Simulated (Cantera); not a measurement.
Input: 1 mol SiC, 0.002 mol Si, 0.26 mol H2, at 1575 K and 0.100 bar.

Method: chemical equilibrium by Gibbs-energy minimisation in Cantera with the NASA 1993 tables (ideal gas, pure condensed phases). Candidate condensed phases: C, C6H6, C7H8, C8H18, Si, SiC; 87 gas species. Mutual solubility and eutectic melting of coexisting phases are not modelled. Rates play no part.

Base state: H2 1.000, H 0.000131 (mole fractions); condensed: Si(s) + SiC(s).

Problem. What changes in the equilibrium state with this change: temperature from 1575 K to 2950 K?

Solution. 
```tsv
species	before	after
Si	5.74e-7	0.344
SiC2	<1e-9	0.263
H	0.000131	0.151
H2	1.000	0.125
Si2C	1.53e-9	0.0926
Si2	1.22e-9	0.00671
C2H2 (acetylene)	1.96e-9	0.00671
Si(s), mol	0.00200	0
SiC(s), mol	1.00	0
C(graphite), mol	0	0.209
```
Gases not in the tables: Si2H6 and higher silanes.
